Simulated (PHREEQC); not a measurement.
**Silver or lead bath: an equilibrium model**

Solution (73 °C): 0.02 mol PbCl2, 0.00028 mol NaNO3 and 0.041 mol Zn(NO3)2 per kg of water. Closed to the air; pH follows from the charge balance.

Equilibrium calculation in PHREEQC: ion-association model, wateq4f.dat.

Each row changes one thing in this solution. No solid was allowed to form.

```tsv
case	pH	ionic strength (mol/kgw)	NO3- (mol/kgw)	Zn+2 (mol/kgw)	Cl- (mol/kgw)	Pb+2 (mol/kgw)	SI of Pb(OH)2 (Pb(OH)2)	SI of Zincite(c) (ZnO)
as made	4.69	0.151	0.0793	0.0358	0.0268	0.00914	+0.08	-1.47
Zn(NO3)2 from 0.041 to 0.082 mol/kgw	4.60	0.267	0.159	0.0736	0.0253	0.00893	-0.17	-1.42
NaNO3 from 0.00028 to 0.000252 mol/kgw	4.69	0.151	0.0793	0.0358	0.0268	0.00914	+0.08	-1.47
diluted 10-fold with water	5.05	0.0171	0.00812	0.00396	0.00352	0.00155	+0.32	-1.45
```

Some of these states are supersaturated (in Pb(OH)2, for instance). At this temperature some constants are extrapolated from 25 °C, and those without enthalpy data are left unchanged.
